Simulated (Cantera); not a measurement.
A Cantera script and what it prints.

```python
import numpy as np
import cantera as ct

gas_names = """
    CL CL2 H HCL H2 Si SiCL SiCL2 SiCL3 SiCL4 SiH SiHCL3 SiH2 SiH2CL2 SiH3 SiH3CL SiH4 Si2 Si3
""".split()
cond_names = """
    Si(cr) Si(L)
""".split()


# ... load() reads the species with a 1 bar reference pressure and builds the phases ...
atoms = {
    'SiHCl3': {'Si': 1, 'H': 1, 'CL': 3},
    'H2': {'H': 2},
}
top_T = {}  # K; cautious upper limits of use, not melting points


# ... equilibrate(T, P, feed) seeds the gas with the atoms and calls Mixture.equilibrate('TP', solver="vcs", rtol=1e-11, max_steps=5000) ...
results = []
feed = {'SiHCl3': 1, 'H2': 3.3}  # mol
P = 17000  # Pa
for T in [1775, 1825, 1875, 1925, 1975, 2025, 2075, 2125, 2175]:
    mix = equilibrate(T, P, feed)
    results.append((T, P, feed, dict(zip(mix.species_names, mix.species_moles))))

top = {s: max(r[3][s] / sum(r[3][g] for g in gas_names) for r in results) for s in gas_names}
cols = sorted((s for s in top if top[s] > 0.0001), key=lambda s: -top[s])[:9]
seen = [c for c in cond_names if any(r[3].get(c, 0) > 1e-12 for r in results)]
print("log10 of partial pressures in bar; condensed amounts in mol")
print(f"{'T/K':>10s}" + "".join(f"{s[:9]:>10s}" for s in cols + seen))
for T, P, feed, n in results:
    ng = sum(n[g] for g in gas_names)
    print(f"{T:10.4g}" + "".join(f"{np.log10(max(n[s] / ng * P / 1e5, 1e-99)):10.3f}" for s in cols)
          + "".join(f"{n.get(c, 0):10.4g}" for c in seen))
```

Result:

```
log10 of partial pressures in bar; condensed amounts in mol
       T/K        H2       HCL     SiCL2     SiCL3         H      SiCL        CL        Si     SiCL4     Si(L)
      1775    -0.972    -1.502    -1.527    -2.792    -4.024    -4.672    -4.669    -5.659    -3.828   0.01897
      1825    -0.974    -1.488    -1.527    -2.872    -3.843    -4.470    -4.475    -5.342    -4.030   0.02875
      1875    -0.977    -1.476    -1.529    -2.950    -3.672    -4.279    -4.292    -5.043    -4.223    0.0389
      1925    -0.980    -1.465    -1.531    -3.026    -3.509    -4.098    -4.118    -4.759    -4.408   0.04904
      1975    -0.982    -1.455    -1.535    -3.098    -3.355    -3.928    -3.954    -4.490    -4.585   0.05885
      2025    -0.985    -1.445    -1.539    -3.169    -3.208    -3.766    -3.798    -4.235    -4.754     0.068
      2075    -0.988    -1.437    -1.544    -3.237    -3.068    -3.613    -3.650    -3.992    -4.916   0.07611
      2125    -0.991    -1.430    -1.550    -3.302    -2.935    -3.468    -3.509    -3.760    -5.072   0.08267
      2175    -0.995    -1.424    -1.556    -3.366    -2.809    -3.330    -3.375    -3.540    -5.222   0.08701
```

These are equilibrium values from Cantera (NASA tables, ideal gas, pure condensed phases), not measurements of a reactor. The tables' values for SiCl3, SiCl are old estimates; treat these amounts as uncertain. Gases not in the tables: Si2H6 and higher silanes.
